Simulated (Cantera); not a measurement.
# Ignition delay

Mixture: CH₄ : O₂ : N₂ : CO₂ = 1 : 2.13 : 11.5 : 0.65 (molar parts), at 5.82 atm, adiabatic and at constant volume. Ignition delay is the time to a rise of 400 K.

Model: GRI-Mech 3.0 (53 species, 325 reactions), integrated in Cantera.

```csv
T0 (K),delay (ms)
1200,11.6
1275,4.64
1350,1.96
1425,0.871
1500,0.403
1575,0.195
1650,0.0998
```

```
Property                                                Result
--------------------------------------------------  ----------
apparent activation energy between 1500 and 1650 K  190 kJ/mol
```
